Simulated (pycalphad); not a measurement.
All values are pycalphad results on the COST 507 light-alloy database (1999) (1 atm), not direct measurements. The data set is of 1999 and partly superseded. Diffusion is slow at the low end, where real alloys seldom reach equilibrium.

Al-0.27Si-13.6C (at.%): equilibrium cooling sequence

```csv
T (°C),phases above,phases below
657.9,AL4C3 + liquid,AL4C3 + fcc + liquid
654.6,AL4C3 + fcc + liquid,AL4C3 + AL8SIC7 + fcc
```

Changes were sought between steps of 40 K, so a narrower field can be missed. At the top of the range, 1577 °C, the alloy is not yet fully liquid: it holds liquid + AL4C3.

Database names, with the compositions (at.%) that they take in these runs: AL4C3: Al 57 C 43; AL8SIC7: Al 50 C 44 Si 6.
